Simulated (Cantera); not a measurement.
A perfectly stirred reactor is fed with 35.1 % CO, 3.51 % H2, 12.9 % O2, 48.5 % N2, equivalence ratio 1.5, at 4.70 bar; it is adiabatic with a 725 K inlet, and is followed from long to short residence time, starting on the burning branch (τ in s: 0.046, 0.015, 0.0049, 0.0016, 0.00053, 0.00017, 5.7e-05, 1.9e-05, 6.1e-06).

Cantera simulation using GRI-Mech 3.0 (53 species, 325 reactions); the numbers are that mechanism's predictions, not measurements. The hydrogen kinetics of GRI-Mech 3.0 are dated; newer H2 mechanisms differ, most at raised pressure.

One state of this run: T (K) = 2099; x CO = 0.200; x H2 = 0.00480; x O2 = 0.0274; x H2O = 0.0250; x O = 0.0111; x NO = 0.000193; x CO2 = 0.184. x: mole fraction; the columns are a selection and need not sum to one.

Task: Which value of τ (s) does it belong to?
A. 0.0016
B. 1.9e-5
C. 0.0049
D. 5.7e-5

Result: D, 5.7e-5
